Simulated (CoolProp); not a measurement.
Fluoroethane (R161) at several states: fugacity coefficient from the reference equation and from simpler models built on Tc = 102.1 °C, pc = 5.010 MPa, ω = 0.216; each cubic takes its own stable root.

Model: reference Helmholtz-energy equation of state, Wu 2012, in CoolProp.

```tsv
T (°C)	p (MPa)	phase	reference
137.45	5	gas	0.7536
-55.25	0.0182	gas	0.9926
18.15	0.011	gas	0.9982
64.95	3.11	liquid	0.6019
61.55	0.0526	gas	0.9946
```

Task: How far does each simpler model (van der Waals, Redlich-Kwong, Peng-Robinson) lie from the reference over these 5 states: mean and median of the absolute difference, and the worst?

Result: 
- van der Waals: mean 5.7 %, median 0.4 %, worst +26.4 % at 64.95 °C and 3.11 MPa
- Redlich-Kwong: mean 2.3 %, median 0.2 %, worst +11.1 % at 64.95 °C and 3.11 MPa
- Peng-Robinson: mean 0.5 %, median 0.1 %, worst -2.0 % at 137.45 °C and 5 MPa

At some of these states van der Waals gives the other phase, because its saturation line lies elsewhere.
